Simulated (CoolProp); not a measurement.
A single-stage vapour-compression cycle with R236FA: evaporating at 325.15 K (dew point), condensing at 381.15 K (bubble point), superheat 2 K, subcooling 2 K, compressor efficiency 0.75, no pressure losses. Each further row changes one setting.

The numbers come from the reference Helmholtz-energy equation of state, Pan 2012 in CoolProp.

| case | cooling COP | pressure ratio | discharge temperature (K) | refrigerating effect (kJ/kg) | volumetric capacity (kJ/m³) |
|---|---|---|---|---|---|
| as stated | 2.22 | 3.71 | 381.7 | 52.6 | 2150 |
| evaporating temperature 330.15 K | 2.63 | 3.24 | 382.0 | 55.7 | 2620 |
| condensing temperature 376.15 K | 2.75 | 3.35 | 376.2 | 60.8 | 2490 |
| subcooling 7 K | 2.59 | 3.71 | 381.7 | 61.2 | 2510 |
| superheat 12 K | 2.44 | 3.71 | 388.7 | 62.4 | 2420 |
| compressor efficiency 0.65 | 1.93 | 3.71 | 383.7 | 52.6 | 2150 |
